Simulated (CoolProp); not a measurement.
Vapour-liquid equilibrium of hydrogen chloride (1) + n-butane (2) at -26.95 °C; x and y are mole fractions of (1).

The numbers come from the multi-fluid Helmholtz-energy mixture model, Thol 2018 and Bücker 2006; pair parameters Bell 2016 in CoolProp.

Question: Give the bubble pressure and the first vapour's composition at x = 0.125, 0.2, 0.35. Is there an azeotrope?

Answer: x = 0.125: 0.3125 MPa, y = 0.898; x = 0.2: 0.4600 MPa, y = 0.932; x = 0.35: 0.6774 MPa, y = 0.956. No azeotrope shows between x = 0.05 and 0.95.

The pair parameters rest on a limited set of measurements; away from them the model extrapolates. With so large a gap from Raoult's law the liquid may split in two, which this calculation doesn't test in full.
